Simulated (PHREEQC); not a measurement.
Solution (87 °C): 0.1 mol/kgw HF and 8.3e-05 mol/kgw NaBF4. Closed to the air; pH follows from the charge balance.

All values are PHREEQC results (ion-association model, phreeqc.dat), not measurements.

Precipitation was switched off in this run.

Problem. Order these F species by the share of F that they hold, largest first: F-, HF, HF2-, BF4-.

Solution. HF (93 %), F- (3.9 %), HF2- (3.1 %), BF4- (0.33 %)

The pH is 2.30 and the ionic strength 0.00554 mol/kgw. Species that the database lacks are ignored. Constants without temperature data keep their 25 °C values here. Real BF4- forms and hydrolyses slowly; the run takes it at equilibrium.
